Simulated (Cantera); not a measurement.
# Thermodynamics of thermal oxidation and active oxidation of silicon, feed Si + O₂ + H₂ + H₂O

Input: 1 mol Si, 0.0036 mol O₂, 77 mol H₂, 0.32 mol H₂O, held at 0.0350 bar.

Equilibrium computed with Cantera from the NASA thermochemical tables; the gas is ideal and each condensed phase is pure. Candidate condensed phases: H₂O, Si, SiO₂; 18 gas species. Mutual solubility and eutectic melting of coexisting phases are not modelled. The tables hold silica as quartz up to 1696 K and as liquid above; real silica turns to tridymite and cristobalite and melts near 1996 K. Gases not in the tables: Si₂H₆ and higher silanes. Equilibrium is a limit: real reactors are often held back by kinetics, nucleation or transport.

| T (K) | x H₂ | x SiO | x H | x Si | x SiH₂ | x SiH | x Si₂ | x H₂O | n Si(s) | n SiO₂(β-quartz) | n Si(l) |
|---|---|---|---|---|---|---|---|---|---|---|---|
| 1323 | 1.000 | 0.000378 | 8.48e-6 | 2.53e-9 | 1.13e-7 | 3.48e-9 | <1e-12 | 3.82e-7 | 0.822 | 0.149 | 0 |
| 1373 | 0.999 | 0.00118 | 1.78e-5 | 1.11e-8 | 2.50e-7 | 1.18e-8 | 5.25e-12 | 7.45e-7 | 0.791 | 0.118 | 0 |
| 1423 | 0.997 | 0.00337 | 3.54e-5 | 4.36e-8 | 5.25e-7 | 3.65e-8 | 3.12e-11 | 1.38e-6 | 0.706 | 0.0329 | 0 |
| 1473 | 0.996 | 0.00421 | 6.75e-5 | 1.56e-7 | 1.05e-6 | 1.05e-7 | 1.64e-10 | 1.15e-6 | 0.673 | 0 | 0 |
| 1523 | 0.996 | 0.00421 | 0.000123 | 5.15e-7 | 2.00e-6 | 2.81e-7 | 7.74e-10 | 7.91e-7 | 0.673 | 0 | 0 |
| 1573 | 0.996 | 0.00421 | 0.000217 | 1.57e-6 | 3.65e-6 | 7.06e-7 | 3.30e-9 | 5.57e-7 | 0.672 | 0 | 0 |
| 1623 | 0.995 | 0.00421 | 0.000369 | 4.47e-6 | 6.44e-6 | 1.67e-6 | 1.28e-8 | 4.01e-7 | 0.672 | 0 | 0 |
| 1673 | 0.995 | 0.00421 | 0.000607 | 1.19e-5 | 1.10e-5 | 3.77e-6 | 4.60e-8 | 2.94e-7 | 0.671 | 0 | 0 |
| 1723 | 0.995 | 0.00421 | 0.000972 | 2.81e-5 | 1.69e-5 | 7.54e-6 | 1.33e-7 | 2.36e-7 | 0 | 0 | 0.669 |
| 1773 | 0.994 | 0.00421 | 0.00152 | 6.09e-5 | 2.45e-5 | 1.40e-5 | 3.39e-7 | 1.98e-7 | 0 | 0 | 0.665 |
| 1823 | 0.993 | 0.00421 | 0.00231 | 0.000126 | 3.49e-5 | 2.52e-5 | 8.17e-7 | 1.68e-7 | 0 | 0 | 0.658 |
| 1873 | 0.992 | 0.00421 | 0.00344 | 0.000252 | 4.87e-5 | 4.37e-5 | 1.88e-6 | 1.44e-7 | 0 | 0 | 0.646 |
x: gas mole fraction; n: condensed amount in mol.

From 1323 K to 1423 K the condensed part is Si(s) + SiO₂(β-quartz). From 1473 K to 1673 K the condensed part is Si(s). From 1723 K to 1873 K the condensed part is Si(l). The main Si-bearing gas is SiO throughout. The share of Si in condensed phases is highest at 1323 K (97.1 %) and lowest at 1873 K (64.6 %).
